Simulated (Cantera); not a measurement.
Gas mixture: 34.3 % H2, 32.1 % C2H4, 33.6 % C2H2, at 5.92 atm, frozen composition.

Cantera's kinetic-theory transport with the Lennard-Jones parameters of GRI-Mech 3.0, ideal gas; thermal conductivity in the multicomponent form. The composition is frozen, though it would react at the higher temperatures.

One state of this run: ρ (kg/m³) = 0.951; cp (J/kg/K) = 3827; μ (µPa s) = 35.8; λ (mW/m/K) = 234; Pr = 0.587; D (cm²/s) O = 0.817; D (cm²/s) H2 = 1.42; D (cm²/s) CH4 = 0.588. D: mixture-averaged diffusion coefficient of that species in the mixture.

Problem. Which value of T (K) does it belong to?
A. 1150
B. 1400
C. 400
D. 650

Solution. B, 1400
